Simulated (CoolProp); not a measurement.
A closed Brayton cycle with carbon dioxide: compressor inlet 317.15 K and 8.6 MPa, high pressure 22.6 MPa, turbine inlet 890 K, compressor efficiency 0.89, turbine efficiency 0.85, recuperator effectiveness 0.9 (on enthalpy, no pinch check). Each further row changes one setting.

Computed with CoolProp (reference Helmholtz-energy equation of state, Span 1996).

| case | thermal efficiency (%) | net work (kJ/kg) | compressor to turbine work | compressor exit (K) | turbine exit (K) |
|---|---|---|---|---|---|
| as stated | 34.3 | 91.9 | 0.30 | 384.7 | 775.3 |
| turbine inlet 840 K | 32.9 | 83.7 | 0.32 | 384.7 | 729.2 |
| compressor inlet 327.15 K | 33.4 | 83.2 | 0.36 | ? | 775.3 |
| high pressure 19.2 MPa | 32.5 | ? | 0.28 | ? | 794.1 |
| recuperator effectiveness 0.5 | 20.4 | 91.9 | 0.30 | 384.7 | 775.3 |

**Question.** Complete the blanks.

**Answer.** 
- compressor inlet 327.15 K, compressor exit (K): 406.3
- high pressure 19.2 MPa, net work (kJ/kg): 79.1
- high pressure 19.2 MPa, compressor exit (K): 373.2
